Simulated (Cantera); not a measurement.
Input: 1 mol Si2Cl6, 0.3 mol N2, 13 mol H2, held at 1148.15 K and 9.00 Pa.

These are equilibrium values from Cantera (NASA tables, ideal gas, pure condensed phases), not measurements of a reactor. The feed counts by its element totals alone. N2 is the only nitrogen source here; it is nearly inert below about 1500 K, so the nitride shown seldom forms there in practice. Mutual solubility and eutectic melting of coexisting phases are not modelled. The tables' values for SiCl3 are old estimates; treat these amounts as uncertain. Kinetics and transport are ignored.

| species | before | after |
|---|---|---|
| H2 | 0.739 | 0.719 |
| HCl | 0.165 | 0.156 |
| SiCl2 | 0.0808 | 0.105 |
| N2 | 5.89e-5 | 0.0184 |
| Si | 2.04e-9 | 3.42e-5 |
| SiCl4 | 0.00725 | 1.41e-5 |
| SiCl | 1.35e-7 | 6.78e-5 |
| H | 6.51e-6 | 0.000845 |
| Cl | 1.28e-6 | 0.000150 |
| SiHCl3 | 0.000653 | 5.61e-6 |
| Si(s), mol | 0.0334 | 0.279 |
| Si3N4(s), mol | 0.150 | 0 |
Gas species are given as mole fractions.

Task: Which change was made?
A) temperature from 1148.15 K to 1173.15 K
B) temperature from 1148.15 K to 1450 K
C) pressure from 9.00 Pa to 0.133 bar
D) H2 from 13 to 49 mol

Result: B, temperature from 1148.15 K to 1450 K. The tables' values for SiCl3, SiCl are old estimates; treat these amounts as uncertain
